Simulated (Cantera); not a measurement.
Charge: 1 mol Si, 18 mol NH₃, 13 mol N₂, held at 477 °C and 0.0133 bar.

These are equilibrium values from Cantera (NASA tables, ideal gas, pure condensed phases), not measurements of a reactor. Candidate condensed phases: Si, Si₃N₄; 18 gas species. Rates play no part.

Base state: H₂ 0.559, N₂ 0.441, NH₃ 1.89e-5 (mole fractions); condensed: Si₃N₄(s).

Task: What changes in the equilibrium state with this change: NH₃ from 18 to 1.3 mol?

Result: 
```
species         before    after
-------------  -------  -------
N₂               0.441    0.869
H₂               0.559    0.131
NH₃            1.89e-5  3.00e-6
Si₃N₄(s), mol    0.333    0.333
```

Task: What changes in the equilibrium state with this change: Si replaced by Ni?

Result: 
```tsv
species	before	after
H₂	0.559	0.551
N₂	0.441	0.449
NH₃	1.89e-5	1.87e-5
Si₃N₄(s), mol	0.333	0
Ni(s), mol	0	1.00
```
Further candidate phases: Ni.
